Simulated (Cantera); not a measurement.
An isothermal, constant-pressure homogeneous reactor starts with NO : N₂ = 1 : 4.7 (molar parts), at 1900 K and 0.0132 atm. Integrator tolerance rtol = 1e-08.

Computed with Cantera and GRI-Mech 3.0 (53 species, 325 reactions). Radical loss at walls, strong at low pressure, is not modelled.

```json
[
 {"quantity": "x(NO) at 5.00 s", "before": "0.170 (gas-phase equilibrium 0.00394)", "after": "0.0906 (gas-phase equilibrium 0.00395)"},
 {"quantity": "x(N₂O) at 5.00 s", "before": "1.10e-5 (gas-phase equilibrium 2.78e-8)", "after": "3.58e-6 (gas-phase equilibrium 1.76e-7)"},
 {"quantity": "x(NO₂) at 5.00 s", "before": "5.27e-6 (gas-phase equilibrium 5.97e-7)", "after": "6.15e-5 (gas-phase equilibrium 3.78e-6)"},
 {"quantity": "x(N₂) at 5.00 s", "before": "0.827 (gas-phase equilibrium 0.910)", "after": "0.867 (gas-phase equilibrium 0.910)"},
 {"quantity": "x(O) at 5.00 s", "before": "0.000213 (gas-phase equilibrium 0.000759)", "after": "8.65e-5 (gas-phase equilibrium 0.000121)"},
 {"quantity": "x(O₂) at 5.00 s", "before": "0.00274 (gas-phase equilibrium 0.0853)", "after": "0.0423 (gas-phase equilibrium 0.0857)"}
]
```

Task: Name the change that produced these shifts.
(A) pressure from 0.0132 atm to 1.18 atm
(B) pressure from 0.0132 atm to 0.523 atm
(C) pressure from 0.0132 atm to 0.0355 atm
(D) temperature 1900 to 2148 K

Result: B, pressure from 0.0132 atm to 0.523 atm
